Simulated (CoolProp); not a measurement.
Carbon monoxide at 298.15 K and 1.7 MPa is throttled through a valve to 0.555 MPa with no heat exchange. Each further row changes one setting.

Model: reference Helmholtz-energy equation of state, Lemmon 2006, in CoolProp. It is a short technical equation, of lower accuracy than the large ones.

```tsv
case	temperature change (K)	final density (kg/m³)
as stated	-2.8	6.34
outlet pressure 0.167 MPa	-3.8	1.91
outlet pressure 0.722 MPa	-2.4	8.25
```
